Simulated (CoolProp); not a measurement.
Vapour-liquid equilibrium of R21 (1) + methanol (2) at 2050 kPa; x and y are mole fractions of (1).

Values from CoolProp's multi-fluid Helmholtz-energy mixture model, Platzer 1990 and de Reuck 1993; pair parameters Bell 2016. This equation is an older, rougher fit; its heat capacities, sound speeds and derivatives of the liquid may be far off and weren't checked against measurements.

```json
[
 {"x": "0.05", "bubble temperature, mixture model (K)": "420.5", "bubble temperature, Raoult's law (K)": "437.4", "y, mixture model": "0.339", "y, Raoult's law": "0.102"},
 {"x": "0.15", "bubble temperature, mixture model (K)": "404.0", "bubble temperature, Raoult's law (K)": "432.5", "y, mixture model": "0.555", "y, Raoult's law": "0.282"},
 {"x": "0.25", "bubble temperature, mixture model (K)": "401.3", "bubble temperature, Raoult's law (K)": "427.5", "y, mixture model": "0.585", "y, Raoult's law": "0.434"},
 {"x": "0.35", "bubble temperature, mixture model (K)": "400.6", "bubble temperature, Raoult's law (K)": "422.7", "y, mixture model": "0.596", "y, Raoult's law": "0.563"},
 {"x": "0.45", "bubble temperature, mixture model (K)": "399.5", "bubble temperature, Raoult's law (K)": "418.1", "y, mixture model": "0.615", "y, Raoult's law": "0.670"},
 {"x": "0.55", "bubble temperature, mixture model (K)": "398.2", "bubble temperature, Raoult's law (K)": "413.5", "y, mixture model": "0.650", "y, Raoult's law": "0.758"},
 {"x": "0.65", "bubble temperature, mixture model (K)": "397.0", "bubble temperature, Raoult's law (K)": "409.2", "y, mixture model": "0.703", "y, Raoult's law": "0.832"},
 {"x": "0.75", "bubble temperature, mixture model (K)": "396.1", "bubble temperature, Raoult's law (K)": "405.0", "y, mixture model": "0.772", "y, Raoult's law": "0.892"},
 {"x": "0.85", "bubble temperature, mixture model (K)": "395.6", "bubble temperature, Raoult's law (K)": "401.0", "y, mixture model": "0.856", "y, Raoult's law": "0.942"},
 {"x": "0.95", "bubble temperature, mixture model (K)": "395.4", "bubble temperature, Raoult's law (K)": "397.2", "y, mixture model": "0.950", "y, Raoult's law": "0.983"}
]
```

The largest gap from Raoult's law is -28.5 K in bubble temperature, at x = 0.15. No azeotrope shows between x = 0.05 and 0.95.

The pair parameters rest on a limited set of measurements; away from them the model extrapolates. With so large a gap from Raoult's law the liquid may split in two, which this calculation doesn't test in full.
